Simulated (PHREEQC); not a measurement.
## Spent oxide etchant (model solution)

Consider water at 25 °C with 16 mmol/kgw HF, 2.3 mmol/kgw H2SiF6, 23 mmol/kgw H3PO4 and 6.4 mmol/kgw Na2SO4. Closed to the air; pH follows from the charge balance.

Equilibrium calculation in PHREEQC: ion-association model, wateq4f.dat.

This is a speciation only: nothing precipitates in the calculation.

Q: Predict the pH.

A: pH 1.95.

Q: In which forms is F present?

A: HF 47 %, SiF6-2 46 %, H2F2 3.4 %, F- 3.3 % of the F.

Complexes and solids missing from the database can't appear. H3PO4, which wateq4f.dat lacks, is added to it with the constant of phreeqc.dat. SiF6-2 is the database's only silicon fluoride.
